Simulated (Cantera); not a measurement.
Charge: 1 mol C3H8, a varied amount of O2, 28 mol N2, equilibrated at 2200 K and 0.0133 bar.

Cantera equilibrium calculation (NASA polynomials, part measured and part estimated; ideal gas, pure solids and liquids). Candidate condensed phases: C, C6H6, C7H8, C8H18, H2O; 136 gas species. Rates play no part.

### Question
At 1 mol O2, list the 4 most abundant gas species with their mole fractions, and the condensed phases.

### Answer
N2 0.812, H2 0.104, CO 0.0584, H 0.0157. Condensed: C(graphite).
